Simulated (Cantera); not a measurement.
Feed: 1 mol SiH4, 1600 mol H2, 0.12 mol HCl, equilibrated at 1.00 bar.

Cantera equilibrium calculation (NASA polynomials, part measured and part estimated; ideal gas, pure solids and liquids). Candidate condensed phases: Si; 19 gas species. Gases not in the tables: Si2H6 and higher silanes. Equilibrium is a limit: real reactors are often held back by kinetics, nucleation or transport.

**Question.** Which condensed phases are stable at each of these points (T (°C)): 1027, 1127, 1227, 1327, 1427, 1527, 1627, 1727, 1827, 1927, 2027, 2127, 2227, 2327?

**Answer.** 
```csv
T (°C),condensed phases,Si condensed (%)
1027,Si(s),99.8
1127,Si(s),99.8
1227,Si(s),99.6
1327,Si(s),98.9
1427,Si(l),97.2
1527,Si(l),93.9
1627,Si(l),86.6
1727,Si(l),70.9
1827,Si(l),36.8
1927,gas only,0.0
2027,gas only,0.0
2127,gas only,0.0
2227,gas only,0.0
2327,gas only,0.0
```

From 1027 °C to 1327 °C the condensed part is Si(s). From 1427 °C to 1827 °C the condensed part is Si(l). From 1927 °C to 2327 °C nothing is condensed.
